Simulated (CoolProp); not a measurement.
m-xylene along the isotherm 620 K: Z from the reference equation and from simpler models built on Tc = 616.9 K, pc = 3.535 MPa, ω = 0.326; each cubic takes its own stable root.

Model: reference Helmholtz-energy equation of state, Zhou 2012, in CoolProp.

| p (MPa) | phase | reference | Pitzer virial | van der Waals | Redlich-Kwong | Soave-Redlich-Kwong | Peng-Robinson |
|---|---|---|---|---|---|---|---|
| 0.136 | gas | 0.9861 | 0.9868 | 0.9886 | 0.9870 | 0.9870 | 0.9855 |
| 0.272 | gas | 0.9719 | 0.9736 | 0.9770 | 0.9737 | 0.9738 | 0.9709 |
| 0.408 | gas | 0.9575 | 0.9604 | 0.9651 | 0.9602 | 0.9604 | 0.9560 |
| 0.544 | gas | 0.9428 | 0.9471 | 0.9531 | 0.9465 | 0.9467 | 0.9409 |
| 0.68 | gas | 0.9279 | 0.9339 | 0.9407 | 0.9325 | 0.9328 | 0.9256 |
| 0.816 | gas | 0.9126 | 0.9207 | 0.9280 | 0.9183 | 0.9185 | 0.9100 |
| 0.952 | gas | 0.8970 | 0.9075 | 0.9151 | 0.9037 | 0.9040 | 0.8941 |
| 1.09 | gas | 0.8809 | 0.8941 | 0.9016 | 0.8886 | 0.8890 | 0.8777 |
| 1.22 | gas | 0.8653 | 0.8814 | 0.8885 | 0.8740 | 0.8745 | 0.8619 |
| 1.36 | gas | 0.8480 | 0.8678 | 0.8741 | 0.8579 | 0.8585 | 0.8445 |
| 1.5 | gas | 0.8303 | 0.8542 | 0.8592 | 0.8414 | 0.8420 | 0.8267 |
| 1.63 | gas | 0.8134 | 0.8416 | 0.8449 | 0.8256 | 0.8263 | 0.8098 |
| 1.77 | gas | 0.7946 | 0.8280 | 0.8289 | 0.8081 | 0.8089 | 0.7911 |
